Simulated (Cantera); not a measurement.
## Adiabatic ignition

An adiabatic, constant-pressure homogeneous reactor starts with H2 : O2 : N2 = 1 : 0.263 : 0.989 (molar parts), at 1750 K and 3.30 bar.

Cantera simulation using the H2/O2 subset of GRI-Mech 3.0, which has no nitrogen chemistry; the numbers are that mechanism's predictions, not measurements. The hydrogen kinetics of GRI-Mech 3.0 are dated; newer H2 mechanisms differ, most at raised pressure.

| t (s) | T (K) | x H2 | x O2 | x H2O | x H2O2 | x O |
|---|---|---|---|---|---|---|
| 3.00e-6 | 2181 | 0.179 | 0.00513 | 0.198 | 7.19e-7 | 0.0107 |
| 6.83e-6 | 2586 | 0.201 | 0.00267 | 0.215 | 3.06e-7 | 0.00604 |
| 1.55e-5 | 2857 | 0.214 | 0.00130 | 0.230 | 2.34e-7 | 0.00300 |
| 3.54e-5 | 2984 | 0.220 | 0.000779 | 0.238 | 2.06e-7 | 0.00181 |
| 8.05e-5 | 3000 | 0.221 | 0.000718 | 0.239 | 2.01e-7 | 0.00168 |
| 0.000183 | 3000 | 0.221 | 0.000717 | 0.239 | 2.01e-7 | 0.00168 |
| 0.000417 | 3000 | 0.221 | 0.000717 | 0.239 | 2.01e-7 | 0.00168 |
| 0.000949 | 3000 | 0.221 | 0.000717 | 0.239 | 2.01e-7 | 0.00168 |
| 0.00216 | 3000 | 0.221 | 0.000717 | 0.239 | 2.01e-7 | 0.00168 |
| 0.00491 | 3000 | 0.221 | 0.000717 | 0.239 | 2.01e-7 | 0.00168 |
| 0.0112 | 3000 | 0.221 | 0.000717 | 0.239 | 2.01e-7 | 0.00168 |
| 0.0255 | 3000 | 0.221 | 0.000717 | 0.239 | 2.01e-7 | 0.00168 |
| 0.0579 | 3000 | 0.221 | 0.000717 | 0.239 | 2.01e-7 | 0.00168 |
| 0.132 | 3000 | 0.221 | 0.000717 | 0.239 | 2.01e-7 | 0.00168 |
| 0.300 | 3000 | 0.221 | 0.000717 | 0.239 | 2.01e-7 | 0.00168 |
x: mole fraction; the columns are a selection and need not sum to one.

- time of steepest temperature rise = 2.13 µs
- temperature at 0.300 s = 3000 K
- equilibrium temperature = 3000 K
- x(H2) at 0.300 s = 0.221 (gas-phase equilibrium 0.221)
- x(O2) at 0.300 s = 0.000717 (gas-phase equilibrium 0.000717)
- x(H2O) at 0.300 s = 0.239 (gas-phase equilibrium 0.239)
